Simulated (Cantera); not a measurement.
An adiabatic, constant-pressure homogeneous reactor starts with CH4 : CO : O2 : N2 = 1 : 0.07 : 3.63 : 13.7 (molar parts), equivalence ratio 0.56, at 1600 K and 5.00 bar. Integrator tolerance rtol = 1e-08.

Model: GRI-Mech 3.0 (53 species, 325 reactions), integrated in Cantera.

### Question
What does this change do: pressure from 5.00 bar to 10.0 bar?

### Answer
| quantity | before | after |
|---|---|---|
| time of steepest temperature rise | 0.113 ms | 64.9 µs |
| temperature at 0.400 s | 2593 K | 2612 K |
| equilibrium temperature | 2593 K | 2612 K |
| x(CH4) at 0.400 s | <1e-12 (gas-phase equilibrium <1e-12) | <1e-12 (gas-phase equilibrium <1e-12) |
| x(CO) at 0.400 s | 0.00504 (gas-phase equilibrium 0.00504) | 0.00400 (gas-phase equilibrium 0.00400) |
| x(O2) at 0.400 s | 0.0777 (gas-phase equilibrium 0.0777) | 0.0775 (gas-phase equilibrium 0.0775) |
| x(H2) at 0.400 s | 0.00150 (gas-phase equilibrium 0.00150) | 0.00117 (gas-phase equilibrium 0.00117) |
| x(C2H2) at 0.400 s | <1e-12 (gas-phase equilibrium <1e-12) | <1e-12 (gas-phase equilibrium <1e-12) |
